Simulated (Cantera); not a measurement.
Input (Python, Cantera) and output of one run.

```python
import numpy as np
import cantera as ct

gas_names = """
    C CO COS CO2 CS CS2 C2 C2O C3 C3O2 C4 C5 Fe FeC5O5 FeO O O2 O3 S SO SO2 SO3 S2 S2O S8
""".split()
cond_names = """
    C(gr) Fe(a) Fe(c) Fe(d) Fe(L) FeC5O5(L) FeO(s) FeO(L) FeS(a) FeS(b) FeS(c) FeS(L) FeSO4(s) FeS2(s)
    Fe2O3(s) Fe2S3O12(s) Fe3O4(s) S(cr1) S(cr2) S(L)
""".split()


# ... load() reads the species with a 1 bar reference pressure and builds the phases ...
atoms = {
    'FeS2': {'Fe': 1, 'S': 2},
    'SO2': {'S': 1, 'O': 2},
    'CO2': {'C': 1, 'O': 2},
}
top_T = {'C(gr)': 4500, 'FeSO4(s)': 950, 'FeS2(s)': 1010, 'Fe2O3(s)': 1830, 'Fe2S3O12(s)': 1100, 'Fe3O4(s)': 1870}  # K; cautious upper limits of use, not melting points


# ... equilibrate(T, P, feed) seeds the gas with the atoms and calls Mixture.equilibrate('TP', solver="vcs", rtol=1e-11, max_steps=5000) ...
results = []
feed = {'FeS2': 1, 'SO2': 0.61, 'CO2': 5.5}  # mol
P = 2200  # Pa
for T in [700, 900, 1100, 1300, 1500, 1700, 1900]:
    mix = equilibrate(T, P, feed)
    results.append((T, P, feed, dict(zip(mix.species_names, mix.species_moles))))
    x = sorted(zip(gas.X, gas.species_names), reverse=True)
    print(f"T = {T:g} K  P = {P:g} Pa  gas = {mix.phase_moles(0):.4g} mol")
    print("   x: " + "  ".join(f"{s} {v:.3e}" for v, s in x if v > 0.001))
    print("   condensed (mol): " + ("  ".join(f"{mix.phase(i).name} {mix.phase_moles(i):.4g}"
          for i in range(1, mix.n_phases) if mix.phase_moles(i) > 1e-12) or "none"))
```

Result:

```
T = 700 K  P = 2200 Pa  gas = 6.111 mol
   x: CO2 9.000e-01  SO2 9.972e-02
   condensed (mol): FeS2(s) 0.999  Fe3O4(s) 0.0003387
T = 900 K  P = 2200 Pa  gas = 6.61 mol
   x: CO2 8.290e-01  SO2 9.333e-02  S2 7.353e-02  CO 1.968e-03  COS 1.138e-03  S2O 1.020e-03
   condensed (mol): FeS(c) 1
T = 1100 K  P = 2200 Pa  gas = 6.642 mol
   x: CO2 8.056e-01  SO2 1.026e-01  S2 6.827e-02  CO 2.121e-02  COS 1.319e-03
   condensed (mol): FeS(c) 1
T = 1300 K  P = 2200 Pa  gas = 6.753 mol
   x: CO2 7.277e-01  SO2 1.329e-01  CO 8.568e-02  S2 5.104e-02  COS 1.027e-03
   condensed (mol): FeS(c) 1
T = 1500 K  P = 2200 Pa  gas = 7.311 mol
   x: CO2 5.062e-01  CO 2.447e-01  SO2 1.351e-01  S2 1.065e-01  SO 4.686e-03  COS 1.430e-03  S2O 1.319e-03
   condensed (mol): FeO(s) 1
T = 1700 K  P = 2200 Pa  gas = 7.559 mol
   x: CO2 3.717e-01  CO 3.551e-01  SO2 1.842e-01  S2 7.103e-02  SO 1.551e-02  S2O 1.094e-03
   condensed (mol): FeO(L) 0.9997
T = 1900 K  P = 2200 Pa  gas = 7.792 mol
   x: CO 4.347e-01  CO2 2.708e-01  SO2 2.138e-01  S2 4.064e-02  SO 3.581e-02  S 2.170e-03
   condensed (mol): FeO(L) 0.9928
```

Cantera equilibrium calculation (NASA polynomials, part measured and part estimated; ideal gas, pure solids and liquids). The tables' stoichiometric FeO is somewhat more stable than real wüstite, so its field is too wide. FeO, FeS: taken at fixed stoichiometry. Gases not in the tables: S3 to S7.
